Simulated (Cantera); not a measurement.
An adiabatic, constant-volume homogeneous reactor starts with CH4 : O2 : N2 = 1 : 3.39 : 12.7 (molar parts), equivalence ratio 0.59, at 1800 K and 7500 Torr. Integrator tolerance rtol = 1e-08.

Model: GRI-Mech 3.0 (53 species, 325 reactions), integrated in Cantera.

What does this change do: initial temperature 1800 to 1348 K?


```json
[
 {"quantity": "time of steepest temperature rise", "before": "14.3 µs", "after": "0.655 ms"},
 {"quantity": "temperature at 0.800 s", "before": "2940 K", "after": "2696 K"},
 {"quantity": "equilibrium temperature", "before": "2940 K", "after": "2696 K"},
 {"quantity": "x(CH4) at 0.800 s", "before": "<1e-12 (gas-phase equilibrium <1e-12)", "after": "<1e-12 (gas-phase equilibrium <1e-12)"},
 {"quantity": "x(O2) at 0.800 s", "before": "0.0684 (gas-phase equilibrium 0.0684)", "after": "0.0713 (gas-phase equilibrium 0.0713)"},
 {"quantity": "x(H2) at 0.800 s", "before": "0.00351 (gas-phase equilibrium 0.00351)", "after": "0.00132 (gas-phase equilibrium 0.00132)"},
 {"quantity": "x(N2O) at 0.800 s", "before": "5.33e-6 (gas-phase equilibrium 5.33e-6)", "after": "4.29e-6 (gas-phase equilibrium 4.29e-6)"},
 {"quantity": "x(CO2) at 0.800 s", "before": "0.0460 (gas-phase equilibrium 0.0460)", "after": "0.0538 (gas-phase equilibrium 0.0538)"}
]
```
